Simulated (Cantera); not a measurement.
Thermodynamics of silicon epitaxy and polysilicon growth, feed SiHCl₃ + N₂

Charge: 1 mol SiHCl₃, 7.1 mol N₂, at 13.3 mbar.

Equilibrium computed with Cantera from the NASA thermochemical tables; the gas is ideal and each condensed phase is pure. Candidate condensed phases: NH₄Cl, Si, Si₃N₄; 28 gas species. N₂ is the only nitrogen source here; it is nearly inert below about 1500 K, so the nitride shown seldom forms there in practice. The tables' values for SiCl₃ are old estimates; treat these amounts as uncertain. The numbers say what is thermodynamically allowed, not how fast it happens.

| T (K) | x N₂ | x HCl | x SiCl₄ | x H₂ | x SiCl₂ | x SiCl₃ | n Si₃N₄(s) |
|---|---|---|---|---|---|---|---|
| 800 | 0.826 | 0.0910 | 0.0682 | 0.0151 | 4.07e-10 | 5.00e-7 | 0.146 |
| 850 | 0.825 | 0.0936 | 0.0675 | 0.0138 | 4.99e-9 | 2.18e-6 | 0.148 |
| 900 | 0.825 | 0.0959 | 0.0669 | 0.0127 | 4.61e-8 | 8.04e-6 | 0.149 |
| 950 | 0.824 | 0.0977 | 0.0664 | 0.0117 | 3.36e-7 | 2.58e-5 | 0.150 |
| 1000 | 0.824 | 0.0993 | 0.0660 | 0.0109 | 2.00e-6 | 7.38e-5 | 0.152 |
| 1050 | 0.823 | 0.101 | 0.0655 | 0.0102 | 1.00e-5 | 0.000190 | 0.152 |
| 1100 | 0.823 | 0.102 | 0.0650 | 0.00966 | 4.30e-5 | 0.000448 | 0.153 |
| 1150 | 0.823 | 0.103 | 0.0643 | 0.00916 | 0.000162 | 0.000977 | 0.153 |
| 1200 | 0.822 | 0.103 | 0.0630 | 0.00875 | 0.000545 | 0.00198 | 0.152 |
| 1250 | 0.821 | 0.104 | 0.0609 | 0.00842 | 0.00164 | 0.00374 | 0.150 |
| 1300 | 0.820 | 0.104 | 0.0570 | 0.00820 | 0.00446 | 0.00655 | 0.144 |
| 1350 | 0.817 | 0.103 | 0.0504 | 0.00815 | 0.0109 | 0.0105 | 0.132 |
x: gas mole fraction; n: condensed amount in mol.

From 800 K to 1350 K the condensed part is Si₃N₄(s). The main Si-bearing gas is SiCl₄ throughout.
